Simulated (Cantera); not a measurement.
A closed system holds: 1 mol Fe3O4, 36 mol H2, 8.8 mol H2O, at 1350 K and 45.0 mbar.

Equilibrium computed with Cantera from the NASA thermochemical tables; the gas is ideal and each condensed phase is pure. Candidate condensed phases: Fe, FeO, Fe(OH)2, Fe(OH)3, Fe2O3, Fe3O4, H2O; 12 gas species. Mutual solubility and eutectic melting of coexisting phases are not modelled. The tables' stoichiometric FeO is somewhat more stable than real wüstite, so its field is too wide. FeO: taken at fixed stoichiometry. The numbers say what is thermodynamically allowed, not how fast it happens.

Base state: H2 0.740, H2O 0.260 (mole fractions); condensed: Fe(γ) + FeO(s).

**Question.** What changes in the equilibrium state with this change: temperature from 1350 K to 1375 K?

**Answer.** 
| species | before | after |
|---|---|---|
| H2 | 0.740 | 0.733 |
| H2O | 0.260 | 0.267 |
| H | 9.66e-6 | 1.38e-5 |
| Fe(γ), mol | 1.86 | 2.15 |
| FeO(s), mol | 1.14 | 0.854 |
